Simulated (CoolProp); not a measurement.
Methane along the isobar 16.2 MPa: density (kg/m³) from the reference equation and from simpler models built on Tc = 190.6 K, pc = 4.599 MPa, ω = 0.011; each cubic takes its own stable root.

The numbers come from the reference Helmholtz-energy equation of state, Setzmann 1991 in CoolProp.

| T (K) | phase | reference |
|---|---|---|
| 105 | liquid | 443.9 |
| 109.4 | liquid | 438.5 |
| 113.7 | liquid | 433.2 |
| 118 | liquid | 427.7 |
| 122.4 | liquid | 422.1 |
| 126.7 | liquid | 416.5 |
| 131 | liquid | 410.9 |
| 135.3 | liquid | 405.1 |
| 139.7 | liquid | 399.2 |
| 144 | liquid | 393.2 |
| 148.3 | liquid | 387.2 |
| 152.6 | liquid | 381.0 |
| 157 | liquid | 374.5 |
| 161.3 | liquid | 368.1 |
| 165.6 | liquid | 361.4 |

Question: How far does each simpler model (van der Waals, Redlich-Kwong, Soave-Redlich-Kwong, Peng-Robinson) lie from the reference over these 15 states: mean and median of the absolute difference, and the worst?

Answer: 
- van der Waals: mean 28.4 %, median 28.5 %, worst -29.9 % at 105 K and 16.2 MPa
- Redlich-Kwong: mean 0.9 %, median 0.9 %, worst -1.6 % at 165.6 K and 16.2 MPa
- Soave-Redlich-Kwong: mean 0.6 %, median 0.3 %, worst -1.8 % at 165.6 K and 16.2 MPa
- Peng-Robinson: mean 11.9 %, median 12.2 %, worst +12.7 % at 109.4 K and 16.2 MPa
